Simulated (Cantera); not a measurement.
What does this Cantera script print?

```python
import numpy as np
import cantera as ct

gas_names = """
    B BH BH2 BH3 BN B2 H H2 N NH NH2 NH3 N2 N2H2 N2H4
""".split()
cond_names = """
    B(b) B(L) BN(s)
""".split()


# ... load() reads the species with a 1 bar reference pressure and builds the phases ...
atoms = {
    'B': {'B': 1},
    'N2': {'N': 2},
    'H2': {'H': 2},
}
top_T = {'BN(s)': 3200}  # K; cautious upper limits of use, not melting points


# ... equilibrate(T, P, feed) seeds the gas with the atoms and calls Mixture.equilibrate('TP', solver="vcs", rtol=1e-11, max_steps=5000) ...
results = []
T = 1350  # K
P = 133.322  # Pa
for m in [0.64, 1.3, 2.5, 4.9, 9.7, 19, 38, 75, 150]:
    feed = {'B': 1, 'N2': 4.2, 'H2': m}  # mol
    mix = equilibrate(T, P, feed)
    results.append((T, P, feed, dict(zip(mix.species_names, mix.species_moles))))

top = {s: max(r[3][s] / sum(r[3][g] for g in gas_names) for r in results) for s in gas_names}
cols = sorted((s for s in top if top[s] > 1e-06), key=lambda s: -top[s])[:6]
seen = [c for c in cond_names if any(r[3].get(c, 0) > 1e-12 for r in results)]
print("log10 of partial pressures in bar; condensed amounts in mol")
print(f"{'n(H2)':>10s}" + "".join(f"{s[:9]:>10s}" for s in cols + seen))
for T, P, feed, n in results:
    ng = sum(n[g] for g in gas_names)
    print(f"{feed['H2']:10.4g}" + "".join(f"{np.log10(max(n[s] / ng * P / 1e5, 1e-99)):10.3f}" for s in cols)
          + "".join(f"{n.get(c, 0):10.4g}" for c in seen))
```

Result:

```
log10 of partial pressures in bar; condensed amounts in mol
     n(H2)        H2        N2         H     BN(s)
      0.64    -3.706    -2.944    -7.476         1
       1.3    -3.460    -3.006    -7.353         1
       2.5    -3.270    -3.099    -7.258         1
       4.9    -3.119    -3.241    -7.183         1
       9.7    -3.015    -3.434    -7.131         1
        19    -2.952    -3.663    -7.099         1
        38    -2.915    -3.927    -7.081         1
        75    -2.896    -4.203    -7.071         1
       150    -2.886    -4.494    -7.066         1
```

These are equilibrium values from Cantera (NASA tables, ideal gas, pure condensed phases), not measurements of a reactor. N2 is the only nitrogen source here; it is nearly inert below about 1500 K, so the nitride shown seldom forms there in practice.
